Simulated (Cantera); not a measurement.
A closed system holds: 1 mol Si3N4, 12 mol HCl, 4.3 mol N2, equilibrated at 1050 °C and 10.0 mbar.

These are equilibrium values from Cantera (NASA tables, ideal gas, pure condensed phases), not measurements of a reactor. Candidate condensed phases: NH4Cl, Si, Si3N4; 28 gas species. The tables' values for SiCl3 are old estimates; treat these amounts as uncertain. Rates play no part.

Q: What is the equilibrium state?

A: 
| Property | Result |
|---|---|
| x(HCl) | 0.421 |
| x(N2) | 0.327 |
| x(H2) | 0.161 |
| x(SiCl4) | 0.0642 |
| x(SiCl2) | 0.0128 |
| x(SiCl3) | 0.0123 |
| x(SiHCl3) | 0.00124 |
| x(Cl) | 1.40e-5 |
| x(H) | 6.38e-6 |
| n(Si3N4(s)) | 0.513 mol |
| gas amount | 16.12 mol |
| log10 activity of Si(s) (absent) | -2.37 |
